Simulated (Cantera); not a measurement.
# Equilibrium for calcination and drying: CaCO3 + C + O2

A closed system holds: 1 mol CaCO3, 0.008 mol C, 0.047 mol O2, at 45.0 Pa.

Equilibrium computed with Cantera from the NASA thermochemical tables; the gas is ideal and each condensed phase is pure. Candidate condensed phases: C, Ca, CaCO3, CaO; 15 gas species. Rates play no part.

```tsv
T (°C)	log p CO2	log p O2	log p CO	log p O	n CaO(s)
625	-3.36	-4.78	-12.87	-13.69	1.00
725	-3.36	-4.78	-11.22	-12.22	1.00
825	-3.36	-4.78	-9.87	-11.01	1.00
925	-3.36	-4.78	-8.75	-10.01	1.00
1025	-3.36	-4.78	-7.81	-9.16	1.00
1125	-3.36	-4.77	-7.00	-8.42	1.00
1225	-3.36	-4.77	-6.30	-7.79	1.00
1325	-3.37	-4.75	-5.70	-7.23	1.00
1425	-3.37	-4.70	-5.19	-6.71	1.00
1525	-3.39	-4.61	-4.78	-6.23	1.00
```
log p: log10 of the partial pressure in bar; n: condensed amount in mol.

From 625 °C to 1525 °C the condensed part is CaO(s).
